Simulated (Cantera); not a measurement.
Feed: 1 mol HgO, 21 mol H2, held at 1648 K and 101000 Pa.

Equilibrium computed with Cantera from the NASA thermochemical tables; the gas is ideal and each condensed phase is pure. Candidate condensed phases: H2O, Hg, HgO; 10 gas species. The numbers say what is thermodynamically allowed, not how fast it happens.

Base state: H2 0.909, Hg 0.0455, H2O 0.0455, H 8.43e-5 (mole fractions); condensed: gas only.

Task: What changes in the equilibrium state with this change: HgO replaced by Pb?

Result: 
```json
[
 {"species": "H2", "before": "0.909", "after": "0.954"},
 {"species": "Pb", "before": "0", "after": "0.0454"},
 {"species": "H", "before": "8.43e-5", "after": "8.64e-5"},
 {"species": "Hg", "before": "0.0455", "after": "0"},
 {"species": "H2O", "before": "0.0455", "after": "0"},
 {"species": "Pb2", "before": "0", "after": "2.29e-5"}
]
```
Further candidate phases: Pb.

Task: What changes in the equilibrium state with this change: HgO replaced by Fe(CO)5?

Result: 
```tsv
species	before	after
H2	0.909	0.807
CO	0	0.192
CH4	0	0.000307
Hg	0.0455	0
H2O	0.0455	0.000295
CO2	0	2.19e-5
H	8.43e-5	7.95e-5
Fe(γ), mol	0	1.000
```
Further candidate phases: C, C6H6, C7H8, C8H18, Fe, Fe(CO)5, FeO, Fe(OH)2, Fe(OH)3, Fe2O3, Fe3O4.
